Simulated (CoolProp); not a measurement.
A Linde-Hampson liquefier for oxygen: isothermal reversible compression at 290 K from 1 atm to 20 MPa, throttling to 1 atm, return gas leaving the recuperator 0 K below the feed. Each further row changes one setting.

The numbers come from the reference Helmholtz-energy equation of state, Schmidt 1985 in CoolProp.

```tsv
case	liquid yield per pass	compression work (kJ/kg of gas)
as stated	0.116	390
high pressure 40 MPa	0.169	441
warm-end temperature 320 K	0.087	435
warm-end gap 5 K	0.106	390
```

Above 300 K oxygen's equation is extrapolated.
